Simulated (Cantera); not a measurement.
A perfectly stirred reactor is fed with CH₄ : CO₂ = 1 : 0.49 (molar parts), at 0.405 atm; it is held at 1998 K, and followed from long to short residence time.

Cantera simulation using GRI-Mech 3.0 (53 species, 325 reactions); the numbers are that mechanism's predictions, not measurements. GRI-Mech 3.0 stops at C3 and has no aromatics, soot or wall deposition, so with more carbon than oxygen in the feed, carbon stays in small species such as C2H2 where larger ones or solid carbon would form.

**Question.** Predict: x(CH₄) at τ = 2.00 s; x(CO₂) at τ = 2.00 s; x(CH₃) at τ = 2.00 s; x(H) at τ = 2.00 s; x(O) at τ = 2.00 s; x(CH₄) at τ = 15.0 ms; x(CO₂) at τ = 15.0 ms; x(CH₃) at τ = 15.0 ms; x(H) at τ = 15.0 ms; x(O) at τ = 15.0 ms.

**Answer.** 
| Item | Result |
|---|---|
| x(CH₄) at τ = 2.00 s | 0.00361 |
| x(CO₂) at τ = 2.00 s | 0.000476 |
| x(CH₃) at τ = 2.00 s | 0.000234 |
| x(H) at τ = 2.00 s | 0.00190 |
| x(O) at τ = 2.00 s | 1.21e-9 |
| x(CH₄) at τ = 15.0 ms | 0.0369 |
| x(CO₂) at τ = 15.0 ms | 0.0234 |
| x(CH₃) at τ = 15.0 ms | 0.00227 |
| x(H) at τ = 15.0 ms | 0.00147 |
| x(O) at τ = 15.0 ms | 2.38e-8 |
